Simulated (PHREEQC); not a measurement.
# Polishing slurry liquid: speciation

Make-up at 69 °C: 0.063 mol HNO3, 1e-05 mol Na2SiF6 and 0.006 mol KH2PO4 per kg of water. Closed to the air; pH follows from the charge balance.

The numbers come from PHREEQC with the ion-association model, phreeqc.dat.

```yaml
pH: 1.32
ionic_strength: 0.0636 mol/kgw
specific_conductance: 46300 µS/cm
density: 0.981 g/cm³
total_alkalinity: -63.0 meq/kg
```

```csv
species,molality,activity,log γ
NO3-,0.0630,0.0487,-0.112
H+,0.0576,0.0479,-0.080
K+,0.00600,0.00469,-0.107
H3PO4,0.00539,0.00547,0.006
H2PO4-,0.000612,0.000490,-0.096
HF,5.95e-5,6.04e-5,0.006
Na+,2.00e-5,1.59e-5,-0.099
H4SiO4,1.00e-5,1.01e-5,0.006
F-,4.59e-7,3.57e-7,-0.108
HPO4-2,1.95e-9,7.87e-10,-0.395
```

This is a speciation only: nothing precipitates in the calculation. Species that the database lacks are ignored. Constants without temperature data keep their 25 °C values here. SiF6-2 is the database's only silicon fluoride.
